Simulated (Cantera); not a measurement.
Cantera run, input and output.

```python
import numpy as np
import cantera as ct

gas = ct.Solution("h2o2.yaml")
gas.TPX = 1375, 1333, {'H2': 0.15, 'O2': 1}
reactor = ct.IdealGasConstPressureReactor(gas, energy="off", clone=False)
net = ct.ReactorNet([reactor])
net.rtol, net.atol = 1e-08, 1e-18
show = ['H2', 'O2', 'H2O', 'HO2', 'OH', 'O', 'H']
times = np.geomspace(2e-05, 50, 14)

steps = ct.SolutionArray(gas, extra=["t"])
rows = []
print(f"{'t/s':>10s}{'T/K':>9s}{'P/Pa':>11s}" + "".join(f"{s:>11s}" for s in show))
for t in times:
    while net.time < t:
        t_next = net.step()
        steps.append(gas.state, t=t_next)
    rows.append([np.interp(t, steps.t, y) for y in (steps.T, steps.P, *steps(*show).X.T)])
    print(f"{t:10.3e}{rows[-1][0]:9.1f}{rows[-1][1]:11.4g}" + "".join(f"{x:11.3e}" for x in rows[-1][2:]))
rate = np.gradient(steps.T, steps.t)
print("integrator steps:", len(steps.t))
if steps.T.max() > steps.T[0] + 200:
    print(f"time of steepest temperature rise: {steps.t[rate.argmax()]:.4e} s")
gas.TPX = 1375, 1333, {'H2': 0.15, 'O2': 1}
gas.equilibrate("TP")
print(f"equilibrium (TP): T = {gas.T:.1f} K  " + "  ".join(f"{s} {gas[s].X[0]:.3e}" for s in show))
```

Result:

```
       t/s      T/K       P/Pa         H2         O2        H2O        HO2         OH          O          H
 2.000e-05   1375.0       1333  1.304e-01  8.696e-01  3.886e-09  3.727e-08  1.044e-08  1.145e-08  2.972e-08
 6.211e-05   1375.0       1333  1.304e-01  8.696e-01  8.585e-08  1.157e-07  7.514e-08  9.128e-08  1.104e-07
 1.929e-04   1375.0       1333  1.304e-01  8.696e-01  3.718e-06  3.607e-07  1.640e-06  2.098e-06  1.978e-06
 5.991e-04   1375.0       1333  1.091e-01  8.554e-01  1.494e-02  2.552e-06  5.607e-03  7.803e-03  7.108e-03
 1.860e-03   1375.0       1333  4.646e-03  7.782e-01  1.056e-01  4.376e-06  1.209e-02  7.033e-02  2.914e-02
 5.778e-03   1375.0       1333  4.187e-03  7.885e-01  1.100e-01  4.396e-06  1.155e-02  6.168e-02  2.410e-02
 1.794e-02   1375.0       1333  2.974e-03  8.123e-01  1.201e-01  4.285e-06  9.876e-03  4.139e-02  1.342e-02
 5.573e-02   1375.0       1333  1.096e-03  8.432e-01  1.324e-01  3.259e-06  6.100e-03  1.438e-02  2.772e-03
 1.731e-01   1375.0       1333  1.741e-04  8.572e-01  1.378e-01  1.223e-06  2.450e-03  2.233e-03  1.701e-04
 5.375e-01   1375.0       1333  2.258e-05  8.598e-01  1.390e-01  2.640e-07  8.852e-04  2.886e-04  7.920e-06
 1.669e+00   1375.0       1333  3.750e-06  8.603e-01  1.393e-01  7.852e-08  3.614e-04  4.799e-05  5.373e-07
 5.184e+00   1375.0       1333  8.729e-07  8.604e-01  1.394e-01  6.775e-08  1.746e-04  1.119e-05  6.058e-08
 1.610e+01   1375.0       1333  4.202e-07  8.604e-01  1.395e-01  8.341e-08  1.212e-04  5.393e-06  2.029e-08
 5.000e+01   1375.0       1333  4.010e-07  8.604e-01  1.395e-01  8.480e-08  1.184e-04  5.147e-06  1.892e-08
integrator steps: 1843
equilibrium (TP): T = 1375.0 K  H2 4.010e-07  O2 8.604e-01  H2O 1.395e-01  HO2 8.480e-08  OH 1.184e-04  O 5.147e-06  H 1.892e-08
```

Model: the H2/O2 subset of GRI-Mech 3.0, which has no nitrogen chemistry, integrated in Cantera. Radical loss at walls, strong at low pressure, is not modelled. The temperature is held fixed by assumption; the heat of reaction is taken as removed at once.
